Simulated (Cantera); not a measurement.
Thermodynamics of silicon nitride deposition, feed SiH4 + N2

Feed: 1 mol SiH4, 6.7 mol N2, held at 1052 °C and 563 Torr.

Cantera equilibrium calculation (NASA polynomials, part measured and part estimated; ideal gas, pure solids and liquids). Candidate condensed phases: Si, Si3N4; 18 gas species. N2 is the only nitrogen source here; it is nearly inert below about 1500 K, so the nitride shown seldom forms there in practice. Rates play no part.

| Quantity | Result |
|---|---|
| x(N2) | 0.751 |
| x(H2) | 0.249 |
| x(NH3) | 9.08e-6 |
| n(Si3N4(s)) | 0.333 mol |
| gas amount | 8.033 mol |
| log10 activity of Si(s) (absent) | -3.85 |
